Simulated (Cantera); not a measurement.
A perfectly stirred reactor is fed with 5.38 % CH₄, 19.9 % O₂, 74.7 % N₂, equivalence ratio 0.54, at 7500 Torr; it is adiabatic with a 325 K inlet, and is followed from long to short residence time, starting on the burning branch (τ in s: 0.021, 0.011, 0.0056, 0.0029, 0.0015, 0.00078, 0.0004, 0.00021, 0.00011, 5.6e-05, 2.9e-05, 1.5e-05, 7.8e-06).

Detailed kinetics in Cantera: GRI-Mech 3.0 (53 species, 325 reactions).

Q: Predict: blow-out, bracketed by the residence times tried; x(CH₄) at τ = 21.0 ms; x(O₂) at τ = 21.0 ms; x(HCN) at τ = 21.0 ms; x(CH₂) at τ = 21.0 ms; x(OH) at τ = 21.0 ms; x(CH₄) at τ = 0.400 ms; x(O₂) at τ = 0.400 ms.

A: 
| Item | Result |
|---|---|
| blow-out, bracketed by the residence times tried | burning at 2.90 ms, out at 1.50 ms |
| x(CH₄) at τ = 21.0 ms | 5.85e-5 |
| x(O₂) at τ = 21.0 ms | 0.0918 |
| x(HCN) at τ = 21.0 ms | 2.44e-9 |
| x(CH₂) at τ = 21.0 ms | 1.46e-8 |
| x(OH) at τ = 21.0 ms | 0.000137 |
| x(CH₄) at τ = 0.400 ms | 0.0538 |
| x(O₂) at τ = 0.400 ms | 0.199 |
